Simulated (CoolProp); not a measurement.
Vapour pressure (MPa) of R134a: the reference equation beside estimates from Tc = 101.1 °C, pc = 4.059 MPa, ω = 0.327. Clausius-Clapeyron is anchored at -62.45 °C with a constant enthalpy of vaporisation of 24.43 kJ/mol.

The numbers come from the reference Helmholtz-energy equation of state, Tillner-Roth 1994 in CoolProp.

| T (°C) | reference | Clausius-Clapeyron | Redlich-Kwong | Soave-Redlich-Kwong | Peng-Robinson |
|---|---|---|---|---|---|
| -76.85 | 0.004738 | 0.004866 | 0.01740 | 0.004607 | 0.004929 |
| -62.45 | 0.01353 | 0.01353 | 0.04127 | 0.01323 | 0.01382 |
| -48.05 | ? | 0.03302 | 0.08537 | 0.03242 | 0.03327 |
| -33.65 | 0.07072 | 0.07236 | 0.1587 | 0.07002 | 0.07088 |
| -19.15 | 0.1377 | 0.1457 | 0.2722 | ? | 0.1374 |
| -4.75 | 0.2457 | 0.2711 | 0.4344 | 0.2460 | 0.2448 |
| 9.65 | ? | 0.4733 | 0.6563 | 0.4124 | 0.4084 |
| 24.05 | 0.6468 | 0.7829 | 0.9478 | 0.6536 | 0.6454 |
| 38.55 | 0.9776 | ? | 1.321 | 0.9911 | 0.9777 |

Problem. Complete the blanks.

Solution. 
- -48.05, reference: 0.03296
- -19.15, Soave-Redlich-Kwong: 0.1371
- 9.65, reference: 0.4098
- 38.55, Clausius-Clapeyron: 1.240

Absolute difference from the reference over all 9 rows, mean and median: Clausius-Clapeyron 9.4 and 5.8 %, Redlich-Kwong 119.1 and 97.7 %, Soave-Redlich-Kwong 1.2 and 1.1 %, Peng-Robinson 0.9 and 0.3 %.
